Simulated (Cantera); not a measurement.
Feed: 1 mol B2H6, 30 mol H2, at 85.0 mbar.

These are equilibrium values from Cantera (NASA tables, ideal gas, pure condensed phases), not measurements of a reactor. Candidate condensed phases: B; 7 gas species. The feed counts by its element totals alone. Gases not in the tables: B2H6 and higher boranes. Kinetics and transport are ignored.

**Question.** Which condensed phases are stable at each of these points (T (K)): 1198, 1298, 1398, 1498, 1598, 1698, 1798, 1898, 1998, 2098, 2198, 2298, 2398?

**Answer.** 
| T (K) | condensed phases | B condensed (%) |
|---|---|---|
| 1198 | B(s) | 100.0 |
| 1298 | B(s) | 100.0 |
| 1398 | B(s) | 100.0 |
| 1498 | B(s) | 100.0 |
| 1598 | B(s) | 100.0 |
| 1698 | B(s) | 99.9 |
| 1798 | B(s) | 99.8 |
| 1898 | B(s) | 99.6 |
| 1998 | B(s) | 99.2 |
| 2098 | B(s) | 98.6 |
| 2198 | B(s) | 97.8 |
| 2298 | B(s) | 96.4 |
| 2398 | B(l) | 94.5 |

From 1198 K to 2298 K the condensed part is B(s). At 2398 K the condensed part is B(l).
